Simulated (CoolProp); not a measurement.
Vapour pressure (MPa) of R1234yf: the reference equation beside estimates from Tc = 367.8 K, pc = 3.384 MPa, ω = 0.276. Clausius-Clapeyron is anchored at 192.1 K with a constant enthalpy of vaporisation of 23.53 kJ/mol.

Values from CoolProp's reference Helmholtz-energy equation of state, Lemmon 2022.

```tsv
T (K)	reference	Lee-Kesler	Clausius-Clapeyron	van der Waals	Redlich-Kwong	Soave-Redlich-Kwong	Peng-Robinson
190.2	0.004323	0.004084	0.004328	0.1176	0.01203	0.004187	0.004473
192.1	0.005014	0.004745	0.005014	0.1255	0.01369	0.004860	0.005174
194	0.005795	0.005495	0.005792	0.1338	0.01554	0.005622	0.005965
195.9	0.006675	0.006341	0.006672	0.1424	0.01758	0.006481	0.006854
197.7	0.007610	0.007242	0.007610	0.1510	0.01971	0.007394	0.007797
199.6	0.008712	0.008307	0.008721	0.1604	0.02217	0.008473	0.008907
201.5	0.009943	0.009500	0.009968	0.1702	0.02488	0.009679	0.01015
203.4	0.01132	0.01083	0.01137	0.1804	0.02783	0.01103	0.01152
205.3	0.01284	0.01232	0.01293	0.1911	0.03105	0.01252	0.01306
207.2	0.01453	0.01397	0.01467	0.2022	0.03456	0.01419	0.01475
209	0.01630	0.01569	0.01650	0.2131	0.03817	0.01592	0.01652
210.9	0.01835	0.01770	0.01864	0.2250	0.04229	0.01795	0.01857
212.8	0.02061	0.01992	0.02101	0.2374	0.04674	0.02018	0.02083
214.7	0.02309	0.02236	0.02364	0.2502	0.05155	0.02263	0.02331
216.6	0.02581	0.02504	0.02653	0.2635	0.05673	0.02531	0.02602
```

Absolute difference from the reference over all 15 rows, mean and median: Lee-Kesler 4.3 and 4.3 %, Clausius-Clapeyron 0.8 and 0.4 %, van der Waals 1597.7 and 1493.6 %, Redlich-Kwong 147.1 and 145.8 %, Soave-Redlich-Kwong 2.6 and 2.6 %, Peng-Robinson 2.0 and 1.8 %.
